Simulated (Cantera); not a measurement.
Charge: 1 mol CuO, 1.2 mol CH4, 2.6 mol H2, at 4.90 bar.

Equilibrium computed with Cantera from the NASA thermochemical tables; the gas is ideal and each condensed phase is pure. Candidate condensed phases: C, C6H6, C7H8, C8H18, Cu, CuO, Cu(OH)2, Cu2O, H2O; 113 gas species. Rates play no part. All values below are at 1973 K.

Base state: H2 0.830, CO 0.167, CH4 0.00154, Cu 0.000681, H 0.000555, C2H2 (acetylene) 0.000532, H2O 8.86e-5, CH3 2.05e-5 (mole fractions); condensed: C(graphite) + Cu(l).

Q: What changes in the equilibrium state with this change: CuO replaced by SiO2?

A: 
| species | before | after |
|---|---|---|
| H2 | 0.830 | 0.833 |
| CO | 0.167 | 0.141 |
| SiO | 0 | 0.0240 |
| Cu | 0.000681 | 0 |
| SiH2 | 0 | 1.66e-5 |
| C2H2 (acetylene) | 0.000532 | 2.74e-5 |
| C2H4 | 1.70e-5 | 8.79e-7 |
| C(graphite), mol | 0.185 | 0 |
| Cu(l), mol | 0.996 | 0 |
| SiC(s), mol | 0 | 0.352 |
| SiO2(condensed), mol | 0 | 0.504 |
Mutual solubility and eutectic melting of coexisting phases are not modelled. The tables hold silica as quartz up to 1696 K and as liquid above; real silica turns to tridymite and cristobalite and melts near 1996 K. Gases not in the tables: Si2H6 and higher silanes. Further candidate phases: Si, SiC, SiO2.
